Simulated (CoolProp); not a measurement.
Sulfur dioxide along the isotherm 206.25 °C: density (kg/m³) from the reference equation and from simpler models built on Tc = 157.5 °C, pc = 7.887 MPa, ω = 0.256; each cubic takes its own stable root.

Computed with CoolProp (reference Helmholtz-energy equation of state, Gao 2016).

```csv
p (MPa),phase,reference
1.41,gas,23.69
2.82,gas,49.77
4.22,gas,78.61
5.63,gas,111.5
7.04,gas,149.5
8.45,supercritical,194.5
9.86,supercritical,249.3
11.3,supercritical,319.5
12.7,supercritical,404.3
14.1,supercritical,498.1
15.5,supercritical,582.7
16.9,supercritical,648.8
18.3,supercritical,699.1
19.7,supercritical,738.6
```

**Question.** How far does each simpler model (ideal gas, Redlich-Kwong) lie from the reference over these 14 states: mean and median of the absolute difference, and the worst?

**Answer.** 
- ideal gas: mean 36.7 %, median 39.8 %, worst -58.1 % at 206.25 °C and 16.9 MPa
- Redlich-Kwong: mean 3.6 %, median 3.0 %, worst -9.5 % at 206.25 °C and 19.7 MPa
